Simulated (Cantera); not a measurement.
Charge: 1 mol CaCl2, 1 mol HCl, 0.48 mol H2, held at 1925 °C.

Cantera equilibrium calculation (NASA polynomials, part measured and part estimated; ideal gas, pure solids and liquids). Candidate condensed phases: Ca, CaCl2; 9 gas species. The numbers say what is thermodynamically allowed, not how fast it happens.

Task: At 0.100 Pa, list the 5 most abundant gas species with their mole fractions, and the condensed phases.

Result: Cl 0.494, H 0.323, Ca 0.159, CaCl 0.0107, HCl 0.00707. Condensed: gas only.
